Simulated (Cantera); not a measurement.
**Counterflow diffusion flame**

A counterflow diffusion flame at 0.470 bar, nozzles 20 mm apart: fuel side 54.1 % CH₄, 26.5 % H₂, 19.5 % N₂ at 325 K, oxidiser side 25.0 % O₂, 75.0 % N₂ at 725 K, fuel mass flux 0.89 times the oxidiser's; mixture-averaged transport, no radiation.

Cantera simulation using GRI-Mech 3.0 (53 species, 325 reactions); the numbers are that mechanism's predictions, not measurements. GRI-Mech 3.0 has no aromatics or soot, which form on the fuel side of real flames. The maximum strain rate includes the flame's own expansion and is several times the mean.

```json
[
 {"oxidiser flux (kg/m²/s)": "0.28", "max strain (1/s)": "491", "mean strain (1/s)": "111", "T max (K)": "2204", "peak x OH": "0.0159", "peak x H": "0.0126", "peak x NO": "0.000283", "peak x CO": "0.0661", "peak x C₂H₂": "0.0143"},
 {"oxidiser flux (kg/m²/s)": "0.38", "max strain (1/s)": "649", "mean strain (1/s)": "150", "T max (K)": "2187", "peak x OH": "0.0156", "peak x H": "0.0131", "peak x NO": "0.000251", "peak x CO": "0.0649", "peak x C₂H₂": "0.0140"},
 {"oxidiser flux (kg/m²/s)": "0.51", "max strain (1/s)": "851", "mean strain (1/s)": "202", "T max (K)": "2174", "peak x OH": "0.0154", "peak x H": "0.0136", "peak x NO": "0.000223", "peak x CO": "0.0640", "peak x C₂H₂": "0.0138"},
 {"oxidiser flux (kg/m²/s)": "0.7", "max strain (1/s)": "1140", "mean strain (1/s)": "277", "T max (K)": "2154", "peak x OH": "0.0150", "peak x H": "0.0141", "peak x NO": "0.000190", "peak x CO": "0.0630", "peak x C₂H₂": "0.0134"},
 {"oxidiser flux (kg/m²/s)": "0.94", "max strain (1/s)": "1500", "mean strain (1/s)": "372", "T max (K)": "2137", "peak x OH": "0.0145", "peak x H": "0.0145", "peak x NO": "0.000161", "peak x CO": "0.0624", "peak x C₂H₂": "0.0128"},
 {"oxidiser flux (kg/m²/s)": "1.3", "max strain (1/s)": "2030", "mean strain (1/s)": "514", "T max (K)": "2115", "peak x OH": "0.0139", "peak x H": "0.0148", "peak x NO": "0.000129", "peak x CO": "0.0621", "peak x C₂H₂": "0.0120"},
 {"oxidiser flux (kg/m²/s)": "1.7", "max strain (1/s)": "2610", "mean strain (1/s)": "673", "T max (K)": "2093", "peak x OH": "0.0133", "peak x H": "0.0149", "peak x NO": "0.000104", "peak x CO": "0.0619", "peak x C₂H₂": "0.0110"}
]
```
x: mole fraction; the columns are a selection and need not sum to one.
